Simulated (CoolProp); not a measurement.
Aqueous potassium carbonate as a coolant, 6 % by mass, freezing at -2.0 °C, 1 atm.

Model: Melinder's fits for secondary coolants, in CoolProp.

```
T (°C)  viscosity (mPa s)  cp (kJ/(kg K))  Prandtl number  density (kg/m³)
------  -----------------  --------------  --------------  ---------------
4.1                   ___           3.840            11.8             1057
9.3                  1.50             ___            10.0             1056
14.5                 1.31           3.852            8.63              ___
19.8                  ___           3.860            7.49             1053
25                   1.02             ___            6.57             1052
30.2                0.916           3.876            5.82             1050
```

Problem. Complete the blanks.

Solution. 
- 4.1, viscosity (mPa s): 1.74
- 9.3, cp (kJ/(kg K)): 3.846
- 14.5, density (kg/m³): 1055
- 19.8, viscosity (mPa s): 1.15
- 25, cp (kJ/(kg K)): 3.868
